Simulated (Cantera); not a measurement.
Input: 1 mol Pb, 0.066 mol CO, 100 mol H2, at 7.50 Torr.

Equilibrium computed with Cantera from the NASA thermochemical tables; the gas is ideal and each condensed phase is pure. Candidate condensed phases: C, C6H6, C7H8, C8H18, H2O, Pb, PbO, PbO2, Pb3O4; 113 gas species. The numbers say what is thermodynamically allowed, not how fast it happens.

x: gas mole fraction; n: condensed amount in mol.

| T (°C) | x H2 | x Pb | x CO | x H | x CH4 | x H2O | n Pb(l) |
|---|---|---|---|---|---|---|---|
| 675 | 0.999 | 0.000479 | 0.000563 | 5.24e-9 | 9.66e-5 | 9.65e-5 | 0.952 |
| 725 | 0.998 | 0.00155 | 0.000609 | 2.15e-8 | 4.91e-5 | 4.91e-5 | 0.845 |
| 775 | 0.995 | 0.00447 | 0.000631 | 7.71e-8 | 2.60e-5 | 2.60e-5 | 0.551 |
| 825 | 0.989 | 0.00989 | 0.000639 | 2.46e-7 | 1.44e-5 | 1.44e-5 | 0 |
| 875 | 0.989 | 0.00989 | 0.000645 | 7.13e-7 | 8.45e-6 | 8.45e-6 | 0 |
| 925 | 0.989 | 0.00989 | 0.000648 | 1.89e-6 | 5.17e-6 | 5.17e-6 | 0 |
| 975 | 0.989 | 0.00989 | 0.000650 | 4.65e-6 | 3.29e-6 | 3.28e-6 | 0 |
| 1025 | 0.989 | 0.00989 | 0.000651 | 1.07e-5 | 2.16e-6 | 2.16e-6 | 0 |
| 1075 | 0.989 | 0.00989 | 0.000652 | 2.30e-5 | 1.46e-6 | 1.47e-6 | 0 |
| 1125 | 0.989 | 0.00989 | 0.000652 | 4.71e-5 | 1.02e-6 | 1.02e-6 | 0 |
| 1175 | 0.989 | 0.00989 | 0.000652 | (withheld) | (withheld) | (withheld) | 0 |
| 1225 | 0.989 | 0.00989 | 0.000652 | (withheld) | (withheld) | (withheld) | 0 |
| 1275 | 0.989 | 0.00989 | 0.000653 | 0.000306 | 3.92e-7 | 4.06e-7 | 0 |
| 1325 | 0.989 | 0.00989 | 0.000653 | 0.000529 | 2.93e-7 | 3.14e-7 | 0 |

Problem. Fill in the missing entries.

Solution. 
- 1175, x H: 9.17e-5
- 1175, x CH4: 7.28e-7
- 1175, x H2O: 7.34e-7
- 1225, x H: 0.000171
- 1225, x CH4: 5.30e-7
- 1225, x H2O: 5.39e-7
